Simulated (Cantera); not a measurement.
A perfectly stirred reactor is fed with CO : H₂ : CH₄ : O₂ : N₂ = 1 : 0.44 : 1.3 : 2.37 : 8.92 (molar parts), at 6150 Torr; it is adiabatic with a 600 K inlet, and is followed from long to short residence time, starting on the burning branch (τ in s: 0.13, 0.057, 0.025, 0.011, 0.005, 0.0022, 0.00098, 0.00043, 0.00019, 8.5e-05, 3.8e-05).

Model: GRI-Mech 3.0 (53 species, 325 reactions), integrated in Cantera.

Question: Predict: blow-out, bracketed by the residence times tried; x(CO) at τ = 0.130 s; x(H₂) at τ = 0.130 s; x(CH₄) at τ = 0.130 s; x(NO₂) at τ = 0.130 s; x(CH₂) at τ = 0.130 s; x(CO) at τ = 2.20 ms; x(H₂) at τ = 2.20 ms; x(CH₄) at τ = 2.20 ms; x(NO₂) at τ = 2.20 ms; x(CH₂) at τ = 2.20 ms.

Answer: 
- blow-out, bracketed by the residence times tried = burning at 38.0 µs, the shortest tried
- x(CO) at τ = 0.130 s = 0.0921
- x(H₂) at τ = 0.130 s = 0.0410
- x(CH₄) at τ = 0.130 s = 9.60e-6
- x(NO₂) at τ = 0.130 s = 2.50e-9
- x(CH₂) at τ = 0.130 s = 5.51e-8
- x(CO) at τ = 2.20 ms = 0.0922
- x(H₂) at τ = 2.20 ms = 0.0408
- x(CH₄) at τ = 2.20 ms = 0.000156
- x(NO₂) at τ = 2.20 ms = 1.00e-8
- x(CH₂) at τ = 2.20 ms = 2.25e-6
